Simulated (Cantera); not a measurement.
Input (Python, Cantera):

```python
import numpy as np
import cantera as ct

gas = ct.Solution("gri30.yaml")
gas.TPX = 575, 100000, {'CH4': 1, 'CO': 0.59, 'O2': 2.09, 'N2': 7.84, 'H2O': 0.48}
flame = ct.FreeFlame(gas, width=0.04)
flame.set_refine_criteria(ratio=3, slope=0.08, curve=0.16)
flame.transport_model = "mixture-averaged"
flame.solve(loglevel=0, auto=True)
z, T = flame.grid, flame.T
thick = (T[-1] - T[0]) / np.gradient(T, z).max()
show = ['CH4', 'CO', 'O2', 'N2O', 'CH2CO', 'C2H6']
print(f"laminar burning velocity  {flame.velocity[0] * 100:.3f} cm/s")
print(f"burnt temperature         {T[-1]:.1f} K")
print(f"thermal thickness         {thick * 1e3:.4f} mm")
print(f"grid points               {len(z)}")
z0 = z[flame.heat_release_rate.argmax()]
print(f"{'z/mm':>9s}{'T/K':>9s}{'u/(m/s)':>9s}" + "".join(f"{s:>11s}" for s in show))
rows = []
for k in (-3, -2, -1.5, -1, -0.5, -0.25, 0, 0.25, 0.5, 1, 2, 4, 8):
    zz = z0 + k * thick
    rows.append([k * thick, np.interp(zz, z, T), np.interp(zz, z, flame.velocity),
                 *(np.interp(zz, z, flame.X[gas.species_index(s)]) for s in show)])
    print(f"{rows[-1][0] * 1e3:9.3f}{rows[-1][1]:9.1f}{rows[-1][2]:9.3f}" + "".join(f"{x:11.3e}" for x in rows[-1][3:]))
```

Output:

```
laminar burning velocity  124.438 cm/s
burnt temperature         2343.2 K
thermal thickness         0.3429 mm
grid points               154
     z/mm      T/K  u/(m/s)        CH4         CO         O2        N2O      CH2CO       C2H6
   -1.029    575.1    1.245  8.326e-02  4.913e-02  1.740e-01  1.054e-13  1.173e-10  1.005e-08
   -0.686    576.0    1.249  8.306e-02  4.906e-02  1.737e-01  1.945e-12  2.569e-09  2.003e-07
   -0.514    580.7    1.262  8.257e-02  4.900e-02  1.731e-01  1.718e-11  2.693e-08  1.902e-06
   -0.343    619.4    1.354  7.994e-02  4.930e-02  1.701e-01  2.450e-10  4.848e-07  2.942e-05
   -0.171    953.4    2.112  6.046e-02  5.612e-02  1.450e-01  5.344e-09  1.683e-05  5.639e-04
   -0.086   1355.0    3.031  3.460e-02  6.816e-02  1.079e-01  1.766e-08  6.967e-05  7.809e-04
    0.000   1740.8    3.917  8.660e-03  7.991e-02  6.153e-02  4.191e-08  8.730e-05  9.245e-05
    0.086   1905.8    4.277  6.885e-04  7.438e-02  3.301e-02  6.849e-08  1.519e-05  5.184e-07
    0.171   1955.4    4.364  2.757e-05  6.260e-02  2.238e-02  8.166e-08  6.851e-07  6.838e-10
    0.343   2009.4    4.451  4.080e-08  5.028e-02  1.652e-02  8.222e-08  8.402e-10  3.131e-15
    0.686   2074.2    4.570  1.300e-11  4.454e-02  1.347e-02  7.992e-08  2.761e-13  2.722e-20
    1.371   2149.8    4.713  1.301e-15  4.160e-02  1.067e-02  8.063e-08  1.094e-17  3.834e-28
    2.743   2223.2    4.850  8.202e-16  3.837e-02  7.782e-03  8.182e-08  7.574e-18  7.365e-29
```

Model: GRI-Mech 3.0 (53 species, 325 reactions), integrated in Cantera. Burning velocities carry a grid error of a few per cent, more on coarse grids.
